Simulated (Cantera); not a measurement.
An isothermal, constant-pressure homogeneous reactor starts with 2.63 % C2H4, 97.4 % H2, at 1725 K and 2.33 Torr.

Computed with Cantera and GRI-Mech 3.0 (53 species, 325 reactions). GRI-Mech 3.0 was tuned for natural gas; its chemistry of ethylene as a main component is partial and can be far from experiment. GRI-Mech 3.0 stops at C3 and has no aromatics, soot or wall deposition, so with more carbon than oxygen in the feed, carbon stays in small species such as C2H2 where larger ones or solid carbon would form. Radical loss at walls, strong at low pressure, is not modelled.

x: mole fraction; the columns are a selection and need not sum to one.

```json
[
 {"t (s)": "1.00e-6", "x C2H4": "0.0263", "x H2": "0.974", "x C2H": "<1e-12", "x CH4": "<1e-12", "x C2H2": "2.35e-7"},
 {"t (s)": "3.64e-6", "x C2H4": "0.0263", "x H2": "0.974", "x C2H": "<1e-12", "x CH4": "<1e-12", "x C2H2": "8.58e-7"},
 {"t (s)": "1.33e-5", "x C2H4": "0.0263", "x H2": "0.974", "x C2H": "<1e-12", "x CH4": "<1e-12", "x C2H2": "3.13e-6"},
 {"t (s)": "4.84e-5", "x C2H4": "0.0263", "x H2": "0.974", "x C2H": "<1e-12", "x CH4": "<1e-12", "x C2H2": "1.14e-5"},
 {"t (s)": "0.000176", "x C2H4": "0.0263", "x H2": "0.974", "x C2H": "<1e-12", "x CH4": "3.63e-12", "x C2H2": "4.15e-5"},
 {"t (s)": "0.000643", "x C2H4": "0.0262", "x H2": "0.974", "x C2H": "<1e-12", "x CH4": "1.92e-10", "x C2H2": "0.000151"},
 {"t (s)": "0.00234", "x C2H4": "0.0258", "x H2": "0.974", "x C2H": "4.03e-12", "x CH4": "?", "x C2H2": "0.000547"},
 {"t (s)": "0.00854", "x C2H4": "0.0243", "x H2": "0.974", "x C2H": "5.21e-11", "x CH4": "?", "x C2H2": "0.00195"},
 {"t (s)": "0.0311", "x C2H4": "0.0196", "x H2": "0.974", "x C2H": "6.14e-10", "x CH4": "?", "x C2H2": "0.00657"},
 {"t (s)": "0.113", "x C2H4": "0.00822", "x H2": "0.974", "x C2H": "4.98e-9", "x CH4": "?", "x C2H2": "0.0176"},
 {"t (s)": "0.413", "x C2H4": "0.000173", "x H2": "0.974", "x C2H": "2.03e-8", "x CH4": "1.45e-6", "x C2H2": "0.0255"},
 {"t (s)": "1.51", "x C2H4": "5.86e-6", "x H2": "0.974", "x C2H": "7.17e-8", "x CH4": "1.49e-6", "x C2H2": "0.0256"},
 {"t (s)": "5.49", "x C2H4": "3.90e-6", "x H2": "0.973", "x C2H": "2.38e-7", "x CH4": "?", "x C2H2": "0.0256"},
 {"t (s)": "20.0", "x C2H4": "3.15e-6", "x H2": "0.971", "x C2H": "5.05e-7", "x CH4": "?", "x C2H2": "0.0256"}
]
```

**Question.** Fill in the missing entries.

**Answer.** 
- 0.00234, x CH4: 3.76e-9
- 0.00854, x CH4: 3.22e-8
- 0.0311, x CH4: 1.76e-7
- 0.113, x CH4: 7.65e-7
- 5.49, x CH4: 1.75e-6
- 20.0, x CH4: 4.12e-6
